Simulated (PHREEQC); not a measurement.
Consider water at 20 °C with 0.24 mol Cu(NO3)2, 0.026 mol HBF4 and 0.022 mol NaCl per kg of water. Closed to the air; pH follows from the charge balance.

Equilibrium calculation in PHREEQC: ion-association model, wateq4f.dat.

Precipitation was switched off in this run.

Task: Predict the pH, activity of water.

Result: pH 1.72; activity of water 0.986.

Task: In which forms is F present?

Result: BF4- 90 %, HF 5.7 %, BF3OH- 3.1 % of the F.

Caution: at this ionic strength the ion-association model is outside its range; a Pitzer model would be the better tool where its parameters exist. Real BF4- forms and hydrolyses slowly; the run takes it at equilibrium.
